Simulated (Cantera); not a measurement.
**Low-pressure radical oxidation in H2/O2**

An isothermal, constant-pressure homogeneous reactor starts with 6.10 % H2, 93.9 % O2, equivalence ratio 0.033, at 1350 K and 0.00250 bar.

Detailed kinetics in Cantera: the H2/O2 subset of GRI-Mech 3.0, which has no nitrogen chemistry. Radical loss at walls, strong at low pressure, is not modelled. The temperature is held fixed by assumption; the heat of reaction is taken as removed at once.

| t (s) | x H2 | x O2 | x HO2 | x H2O | x OH | x H2O2 |
|---|---|---|---|---|---|---|
| 0.000600 | 0.0610 | 0.939 | 7.34e-8 | 6.82e-8 | 7.20e-8 | 6.49e-11 |
| 0.00106 | 0.0610 | 0.939 | 1.30e-7 | 3.70e-7 | 2.60e-7 | 2.00e-10 |
| 0.00188 | 0.0610 | 0.939 | 2.30e-7 | 3.28e-6 | 1.84e-6 | 6.09e-10 |
| 0.00332 | 0.0609 | 0.939 | 4.04e-7 | 9.60e-5 | 5.05e-5 | 1.79e-9 |
| 0.00588 | 0.0371 | 0.921 | 4.40e-7 | 0.0175 | 0.00725 | 2.02e-8 |
| 0.0104 | 0.00150 | 0.889 | 5.03e-7 | 0.0515 | 0.00669 | 1.65e-8 |
| 0.0184 | 0.00122 | 0.889 | 4.89e-7 | 0.0522 | 0.00624 | 1.47e-8 |
| 0.0326 | 0.00121 | 0.889 | 4.88e-7 | 0.0523 | 0.00621 | 1.47e-8 |
| 0.0577 | 0.00119 | 0.890 | 4.87e-7 | 0.0525 | 0.00617 | 1.47e-8 |
| 0.102 | 0.00116 | 0.891 | 4.84e-7 | 0.0528 | 0.00610 | 1.47e-8 |
| 0.181 | 0.00112 | 0.893 | 4.80e-7 | 0.0533 | 0.00598 | 1.47e-8 |
| 0.319 | 0.00103 | 0.897 | 4.71e-7 | 0.0541 | 0.00577 | 1.46e-8 |
| 0.565 | 0.000907 | 0.902 | 4.55e-7 | 0.0553 | 0.00542 | 1.44e-8 |
| 1.00 | 0.000723 | 0.910 | 4.25e-7 | 0.0569 | 0.00486 | 1.40e-8 |
x: mole fraction; the columns are a selection and need not sum to one.

Equilibrium at this temperature and pressure: H2 2.67e-7, O2 0.937, HO2 3.22e-8, H2O 0.0629, OH 9.48e-5, H2O2 2.42e-10 (gas phase only).
